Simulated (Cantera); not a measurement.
Input: 1 mol TiO₂, 3.8 mol C, 13 mol H₂, at 14000 Pa.

These are equilibrium values from Cantera (NASA tables, ideal gas, pure condensed phases), not measurements of a reactor. Candidate condensed phases: C, C₆H₆, C₇H₈, C₈H₁₈, H₂O, Ti, TiC, TiO, TiO₂, Ti₂O₃, Ti₃O₅, Ti₄O₇; 113 gas species. TiC: taken at fixed stoichiometry. The numbers say what is thermodynamically allowed, not how fast it happens.

x: gas mole fraction; n: condensed amount in mol.

```csv
T (K),x H₂,x CO,x H,x C₂H₂ (acetylene),x CH₄,n C(graphite),n TiC(s)
1548,0.866,0.133,7.66e-5,1.36e-5,…,0.797,1.00
1623,0.866,0.133,0.000172,3.02e-5,…,0.797,1.00
1698,0.866,0.133,0.000360,6.24e-5,…,0.796,1.00
1773,0.866,0.133,0.000707,0.000121,…,0.795,1.00
1848,0.865,0.133,0.00132,0.000223,…,0.792,1.00
1923,0.864,0.133,0.00234,0.000390,…,0.787,1.00
1998,0.862,0.133,0.00398,0.000654,…,0.780,1.00
2073,0.859,0.133,0.00652,0.00105,…,0.768,1.00
```

**Question.** Fill in the missing entries.

**Answer.** 
- 1548, x CH₄: 0.000216
- 1623, x CH₄: 0.000156
- 1698, x CH₄: 0.000116
- 1773, x CH₄: 8.85e-5
- 1848, x CH₄: 6.90e-5
- 1923, x CH₄: 5.49e-5
- 1998, x CH₄: 4.44e-5
- 2073, x CH₄: 3.64e-5
